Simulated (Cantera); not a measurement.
# Ignition delay

Mixture: 20.2 % CH3OH, 15.9 % O2, 59.9 % N2, 4.03 % H2O, at 1100000 Pa, adiabatic and at constant pressure. Ignition delay is the time to a rise of 400 K.

Computed with Cantera and GRI-Mech 3.0 (53 species, 325 reactions). GRI-Mech 3.0 was tuned for natural gas; its chemistry of methanol as a main component is partial and can be far from experiment.

```json
[
 {"T0 (K)": "1175", "delay (ms)": "1.73"},
 {"T0 (K)": "1250", "delay (ms)": "0.496"},
 {"T0 (K)": "1325", "delay (ms)": "0.166"},
 {"T0 (K)": "1400", "delay (ms)": "0.0633"},
 {"T0 (K)": "1475", "delay (ms)": "0.0273"},
 {"T0 (K)": "1550", "delay (ms)": "0.0131"},
 {"T0 (K)": "1625", "delay (ms)": "0.00693"},
 {"T0 (K)": "1700", "delay (ms)": "0.00395"},
 {"T0 (K)": "1775", "delay (ms)": "0.00241"}
]
```

| Quantity | Result |
|---|---|
| apparent activation energy between 1625 and 1775 K | 170 kJ/mol |
